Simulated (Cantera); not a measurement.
Input: 1 mol CuO, 2600 mol H2, held at 100 Torr.

Cantera equilibrium calculation (NASA polynomials, part measured and part estimated; ideal gas, pure solids and liquids). Candidate condensed phases: Cu, CuO, Cu(OH)2, Cu2O, H2O; 12 gas species. Equilibrium is a limit: real reactors are often held back by kinetics, nucleation or transport. All values below are at 1450 K.

Base state: H2 1.000, H2O 0.000385, H 2.59e-5, Cu 2.58e-5 (mole fractions); condensed: Cu(l).

Question: What changes in the equilibrium state with this change: CuO replaced by NiS?

Answer: 
```tsv
species	before	after
H2	1.000	1.000
H2S	0	0.000382
H	2.59e-5	2.59e-5
H2O	0.000385	0
Cu	2.58e-5	0
Cu(l), mol	0.933	0
Ni(s), mol	0	1.000
```
Further candidate phases: Ni, NiS, NiS2, Ni3S2, Ni3S4, S.
